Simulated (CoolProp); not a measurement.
Vapour-liquid equilibrium of R134a (1) + R142b (2) at 0.01 MPa; x and y are mole fractions of (1).

Model: multi-fluid Helmholtz-energy mixture model, Tillner-Roth 1994 and Lemmon 2006; pair parameters Bell 2016, in CoolProp.

```
x      bubble temperature (°C)  y at the bubble point  dew temperature at overall composition x (°C)  liquid density (mol/L)
-----  -----------------------  ---------------------  ---------------------------------------------  ----------------------
0.05                     -56.2                  0.128                                              …                   12.95
0.125                    -57.9                  0.281                                          -56.1                   13.08
0.2                      -59.4                  0.400                                          -57.0                   13.21
0.275                        …                  0.495                                          -57.9                   13.34
0.35                     -61.7                  0.573                                              …                   13.46
0.425                    -62.6                  0.640                                          -59.7                   13.59
0.5                      -63.4                  0.697                                          -60.7                   13.72
0.575                    -64.1                  0.747                                          -61.7                   13.85
0.65                     -64.7                  0.794                                          -62.8                   13.98
0.725                    -65.3                  0.838                                          -63.8                   14.12
0.8                      -65.7                  0.880                                          -64.8                   14.25
0.875                    -66.2                  0.923                                          -65.7                   14.39
0.95                     -66.6                  0.968                                          -66.4                   14.54
```

**Question.** What belongs in the gaps?

**Answer.** 
- 0.05, dew temperature at overall composition x (°C): -55.3
- 0.275, bubble temperature (°C): -60.6
- 0.35, dew temperature at overall composition x (°C): -58.8

No azeotrope shows between x = 0.05 and 0.95.

The pair parameters rest on a limited set of measurements; away from them the model extrapolates.
